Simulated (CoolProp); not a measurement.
R1336mzz(Z) at several states: fugacity coefficient from the reference equation and from simpler models built on Tc = 171.3 °C, pc = 2.904 MPa, ω = 0.386; each cubic takes its own stable root.

Computed with CoolProp (reference Helmholtz-energy equation of state, McLinden 2020).

```csv
T (°C),p (MPa),phase,reference,van der Waals,Redlich-Kwong,Soave-Redlich-Kwong
90.25,11.2,liquid,___,0.1857,0.1091,___
21.35,0.0873,liquid,0.7031,0.9768,___,___
190.55,0.0127,gas,0.9987,0.9988,0.9987,0.9987
-24.15,12.8,liquid,___,___,0.004878,___
```

Task: Complete the blanks.

Result: 
- 90.25, reference: 0.06893
- 90.25, Soave-Redlich-Kwong: 0.07685
- 21.35, Redlich-Kwong: 0.9680
- 21.35, Soave-Redlich-Kwong: 0.7058
- -24.15, reference: 0.001017
- -24.15, van der Waals: 0.04015
- -24.15, Soave-Redlich-Kwong: 0.001132

At some of these states van der Waals, Redlich-Kwong gives the other phase, because its saturation line lies elsewhere.
